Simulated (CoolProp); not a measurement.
Dimethyl carbonate along the isobar 149 kPa: fugacity coefficient from the reference equation and from simpler models built on Tc = 283.9 °C, pc = 4909 kPa, ω = 0.346; each cubic takes its own stable root.

The numbers come from the reference Helmholtz-energy equation of state, Zhou 2011 in CoolProp.

```json
[
 {"T (°C)": "71.65", "phase": "liquid", "reference": "0.3582"},
 {"T (°C)": "91.75", "phase": "liquid", "reference": "0.6964"},
 {"T (°C)": "111.85", "phase": "gas", "reference": "0.9658"},
 {"T (°C)": "131.95", "phase": "gas", "reference": "0.9711"},
 {"T (°C)": "152.05", "phase": "gas", "reference": "0.9753"},
 {"T (°C)": "172.15", "phase": "gas", "reference": "0.9787"},
 {"T (°C)": "192.15", "phase": "gas", "reference": "0.9815"},
 {"T (°C)": "212.25", "phase": "gas", "reference": "0.9838"},
 {"T (°C)": "232.35", "phase": "gas", "reference": "0.9858"},
 {"T (°C)": "252.45", "phase": "gas", "reference": "0.9874"}
]
```

### Question
How far does each simpler model (Redlich-Kwong, Soave-Redlich-Kwong, Peng-Robinson) lie from the reference over these 10 states: mean and median of the absolute difference, and the worst?

### Answer
- Redlich-Kwong: mean 19.1 %, median 0.2 %, worst +150.3 % at 71.65 °C and 149 kPa
- Soave-Redlich-Kwong: mean 0.4 %, median 0.0 %, worst -2.6 % at 71.65 °C and 149 kPa
- Peng-Robinson: mean 0.2 %, median 0.2 %, worst -0.7 % at 71.65 °C and 149 kPa

At some of these states Redlich-Kwong gives the other phase, because its saturation line lies elsewhere.
